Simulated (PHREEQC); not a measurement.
Dissolve 1.7 mol/kgw MgCl2 and 0.16 mol/kgw CaCl2 at 25 °C. Closed to the air; pH follows from the charge balance.

All values are PHREEQC results (Pitzer model, pitzer.dat), not measurements.

```json
{
  "ionic_strength": "5.58 mol/kgw",
  "activity_of_water": "0.864",
  "density": "1.129 g/cm³",
  "osmotic_coefficient": "1.452"
}
```

| species | molality | activity | log γ |
|---|---|---|---|
| Cl- | 3.72 | 2.25 | -0.219 |
| Mg+2 | 1.70 | 3.87 | 0.358 |
| Ca+2 | 0.160 | 0.241 | 0.178 |
| H+ | 1.10e-6 | 4.49e-6 | 0.610 |
| MgOH+ | 1.07e-6 | 1.16e-6 | 0.034 |
| OH- | 3.20e-8 | 1.95e-9 | -1.216 |

No solid was allowed to form.
